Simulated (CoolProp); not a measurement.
Vapour-liquid equilibrium of CH2F2 (R32) (1) + R1234ze(E) (2) at -38.65 °C; x and y are mole fractions of (1).

Model: multi-fluid Helmholtz-energy mixture model, Tillner-Roth 1997 and Thol 2016; pair parameters Bell 2023, in CoolProp.

```json
[
 {"x": "0.05", "bubble pressure, mixture model (MPa)": "0.04974", "bubble pressure, Raoult's law (MPa)": "0.04693", "y, mixture model": "0.241", "y, Raoult's law": "0.201"},
 {"x": "0.125", "bubble pressure, mixture model (MPa)": "0.06437", "bubble pressure, Raoult's law (MPa)": "0.05811", "y, mixture model": "0.454", "y, Raoult's law": "0.406"},
 {"x": "0.2", "bubble pressure, mixture model (MPa)": "0.07803", "bubble pressure, Raoult's law (MPa)": "0.06929", "y, mixture model": "0.583", "y, Raoult's law": "0.544"},
 {"x": "0.275", "bubble pressure, mixture model (MPa)": "0.09070", "bubble pressure, Raoult's law (MPa)": "0.08047", "y, mixture model": "0.669", "y, Raoult's law": "0.644"},
 {"x": "0.35", "bubble pressure, mixture model (MPa)": "0.1024", "bubble pressure, Raoult's law (MPa)": "0.09165", "y, mixture model": "0.732", "y, Raoult's law": "0.720"},
 {"x": "0.425", "bubble pressure, mixture model (MPa)": "0.1133", "bubble pressure, Raoult's law (MPa)": "0.1028", "y, mixture model": "0.780", "y, Raoult's law": "0.779"},
 {"x": "0.5", "bubble pressure, mixture model (MPa)": "0.1236", "bubble pressure, Raoult's law (MPa)": "0.1140", "y, mixture model": "0.819", "y, Raoult's law": "0.827"},
 {"x": "0.575", "bubble pressure, mixture model (MPa)": "0.1334", "bubble pressure, Raoult's law (MPa)": "0.1252", "y, mixture model": "___", "y, Raoult's law": "0.866"},
 {"x": "0.65", "bubble pressure, mixture model (MPa)": "0.1429", "bubble pressure, Raoult's law (MPa)": "0.1364", "y, mixture model": "___", "y, Raoult's law": "0.899"},
 {"x": "0.725", "bubble pressure, mixture model (MPa)": "0.1524", "bubble pressure, Raoult's law (MPa)": "0.1475", "y, mixture model": "___", "y, Raoult's law": "0.926"},
 {"x": "0.8", "bubble pressure, mixture model (MPa)": "0.1619", "bubble pressure, Raoult's law (MPa)": "0.1587", "y, mixture model": "0.935", "y, Raoult's law": "0.950"},
 {"x": "0.875", "bubble pressure, mixture model (MPa)": "0.1717", "bubble pressure, Raoult's law (MPa)": "0.1699", "y, mixture model": "0.960", "y, Raoult's law": "0.971"},
 {"x": "0.95", "bubble pressure, mixture model (MPa)": "0.1817", "bubble pressure, Raoult's law (MPa)": "0.1811", "y, mixture model": "___", "y, Raoult's law": "0.989"}
]
```

**Question.** Some entries are withheld; supply them.

**Answer.** 
- 0.575, y, mixture model: 0.852
- 0.65, y, mixture model: 0.882
- 0.725, y, mixture model: 0.909
- 0.95, y, mixture model: 0.984

The largest gap from Raoult's law is +12.7 % in bubble pressure, at x = 0.275. No azeotrope shows between x = 0.05 and 0.95.

The pair parameters rest on a limited set of measurements; away from them the model extrapolates.
